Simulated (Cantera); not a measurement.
A closed system holds: 1 mol Al, 1.1 mol NH3, 14 mol N2, at 0.510 bar.

These are equilibrium values from Cantera (NASA tables, ideal gas, pure condensed phases), not measurements of a reactor. Candidate condensed phases: Al, AlN; 13 gas species. The numbers say what is thermodynamically allowed, not how fast it happens. All values below are at 1548 K.

Base state: N2 0.895, H2 0.105, H 1.40e-5 (mole fractions); condensed: AlN(s).

Problem. What changes in the equilibrium state with this change: Al replaced by Cu?

Solution. 
| species | before | after |
|---|---|---|
| N2 | 0.895 | 0.898 |
| H2 | 0.105 | 0.102 |
| Cu | 0 | 3.53e-5 |
| H | 1.40e-5 | 1.38e-5 |
| AlN(s), mol | 1.00 | 0 |
| Cu(l), mol | 0 | 0.999 |
Further candidate phases: Cu.
